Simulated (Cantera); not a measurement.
An isothermal plug-flow reactor at 675 K and 0.563 atm (inlet), inlet velocity 1.2 m/s, active area per volume 100 1/m; feed 0.798 % CO, 11.9 % O₂, 85.2 % N₂, 2.16 % H₂O.

Detailed kinetics in Cantera: Deutschmann's 1995 Pt surface mechanism with GRI-Mech 3.0 gas chemistry. Catalytic surfaces can have several steady states; this one follows from the mechanism file's or the stated starting coverage. Mass transfer to the wall is taken as infinitely fast.

One state of this run: x CO = 0.00657; x O₂ = 0.118; x H₂O = 0.0216; x CO₂ = 0.00141; θ free Pt = 0.0199; θ O* = 0.973; θ OH* = 0.00360; θ CO* = 0.00401. x: gas mole fraction; θ: surface coverage.

Q: Which value of z (m) does it belong to?
A. 0.00076
B. 0.00024
C. 0.0043
D. 0.00043

A: C, 0.0043
